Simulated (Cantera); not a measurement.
An adiabatic, constant-pressure homogeneous reactor starts with CH4 : O2 : N2 = 1 : 1.18 : 7.18 (molar parts), at 1050 K and 3.16 atm.

Detailed kinetics in Cantera: GRI-Mech 3.0 (53 species, 325 reactions).

Problem. Predict: time of steepest temperature rise; temperature at 0.500 s; equilibrium temperature; x(O2) at 0.500 s; x(H2) at 0.500 s; x(CO) at 0.500 s; x(H) at 0.500 s.

Solution. 
```json
{
 "time_of_steepest_temperature_rise": "0.279 s",
 "temperature at 0.500 s": "2036 K",
 "equilibrium_temperature": "2036 K",
 "x(O2) at 0.500 s": "7.90e-8 (gas-phase equilibrium 7.91e-8)",
 "x(H2) at 0.500 s": "0.0843 (gas-phase equilibrium 0.0843)",
 "x(CO) at 0.500 s": "0.0766 (gas-phase equilibrium 0.0766)",
 "x(H) at 0.500 s": "0.000338 (gas-phase equilibrium 0.000338)"
}
```
